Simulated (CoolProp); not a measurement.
Vapour pressure (MPa) of CHF3 (R23): the reference equation beside estimates from Tc = 299.3 K, pc = 4.832 MPa, ω = 0.263. Clausius-Clapeyron is anchored at 208 K with a constant enthalpy of vaporisation of 15.74 kJ/mol.

Computed with CoolProp (reference Helmholtz-energy equation of state, Penoncello 2003).

```csv
T (K),reference,Lee-Kesler,Clausius-Clapeyron,van der Waals,Redlich-Kwong,Soave-Redlich-Kwong,Peng-Robinson
150.3,0.004435,0.004049,0.007464,0.1383,0.01159,0.004160,0.004486
164.7,0.01645,0.01548,0.02245,0.2501,0.03753,0.01575,0.01648
179.2,0.04818,0.04652,0.05689,0.4147,0.09678,0.04694,0.04802
193.6,0.1166,0.1149,0.1248,0.6393,0.2090,0.1152,0.1161
208,0.2456,0.2453,0.2456,0.9335,0.3974,0.2452,0.2446
222.5,0.4664,0.4694,0.4444,1.308,0.6883,0.4696,0.4653
236.9,0.8101,0.8175,0.7454,1.763,1.101,0.8207,0.8105
251.4,1.320,1.331,1.182,2.312,1.664,1.343,1.325
265.8,2.034,2.046,1.777,2.953,2.391,2.072,2.048
280.2,3.007,3.018,2.562,3.692,3.304,3.055,3.030
```

Absolute difference from the reference over all 10 rows, mean and median: Lee-Kesler 2.3 and 0.9 %, Clausius-Clapeyron 18.0 and 11.5 %, van der Waals 636.9 and 230.3 %, Redlich-Kwong 66.8 and 54.7 %, Soave-Redlich-Kwong 2.2 and 1.7 %, Peng-Robinson 0.5 and 0.4 %.
